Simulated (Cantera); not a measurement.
A closed system holds: 1 mol AlCl₃, 38 mol H₂O, 13 mol N₂, held at 1375 °C and 0.100 bar.

Equilibrium computed with Cantera from the NASA thermochemical tables; the gas is ideal and each condensed phase is pure. Candidate condensed phases: Al, AlCl₃, AlN, Al₂O₃, H₂O, NH₄Cl; 45 gas species. Gases not in the tables: Al(OH)₃. The numbers say what is thermodynamically allowed, not how fast it happens.

Base state: H₂O 0.694, N₂ 0.247, HCl 0.0567, H₂ 0.00122, O₂ 0.000428, Cl 0.000359, OH 0.000252, NO 5.99e-5 (mole fractions); condensed: Al₂O₃(s).

### Question
What changes in the equilibrium state with this change: pressure from 0.100 bar to 0.00300 bar?

### Answer
| species | before | after |
|---|---|---|
| H₂O | 0.694 | 0.690 |
| N₂ | 0.247 | 0.247 |
| HCl | 0.0567 | 0.0559 |
| H₂ | 0.00122 | 0.00386 |
| O₂ | 0.000428 | 0.00140 |
| O | 1.66e-6 | 1.74e-5 |
| H | 9.85e-6 | 0.000101 |
| OH | 0.000252 | 0.000812 |
| Al₂O₃(s), mol | 0.500 | 0.500 |
